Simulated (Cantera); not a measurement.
An adiabatic, constant-pressure homogeneous reactor starts with 3.52 % C₃H₈, 19.8 % O₂, 74.3 % N₂, 2.33 % H₂O, at 1725 K and 158 Torr.

Model: GRI-Mech 3.0 (53 species, 325 reactions), integrated in Cantera. GRI-Mech 3.0 was tuned for natural gas; its chemistry of propane as a main component is partial and can be far from experiment.

Question: Predict: time of steepest temperature rise; temperature at 0.300 s; equilibrium temperature; x(O₂) at 0.300 s; x(H₂O) at 0.300 s; x(NO₂) at 0.300 s.

Answer: time of steepest temperature rise: 64.0 µs
temperature at 0.300 s: 2659 K
equilibrium temperature: 2659 K
x(O₂) at 0.300 s: 0.0367 (gas-phase equilibrium 0.0367)
x(H₂O) at 0.300 s: 0.115 (gas-phase equilibrium 0.115)
x(NO₂) at 0.300 s: 1.68e-6 (gas-phase equilibrium 1.68e-6)
